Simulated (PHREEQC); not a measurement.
A solution holds 0.056 mol CsOH per kg of water, at 25 °C. It is in equilibrium with CO2 at log p = -3.5 (atm). Otherwise closed; pH follows from the charge balance.

The numbers come from PHREEQC with the ion-association model, wateq4f.dat.

```json
[
 {"quantity": "pH", "before": "9.70", "after": "8.99"},
 {"quantity": "ionic strength (mol/kgw)", "before": "0.0691", "after": "0.00589"},
 {"quantity": "HCO3- (mol/kgw)", "before": "0.0296", "after": "0.00501"},
 {"quantity": "CO3-2 (mol/kgw)", "before": "0.0131", "after": "0.000288"}
]
```

**Question.** What was changed between the two runs?
A) CsOH from 0.056 to 0.028 mol/kgw
B) CsOH from 0.056 to 0.0112 mol/kgw
C) CsOH from 0.056 to 0.0056 mol/kgw
D) CsOH from 0.056 to 0.0504 mol/kgw
E) diluted 5-fold with water

**Answer.** C, CsOH from 0.056 to 0.0056 mol/kgw

Precipitation was switched off in this run.
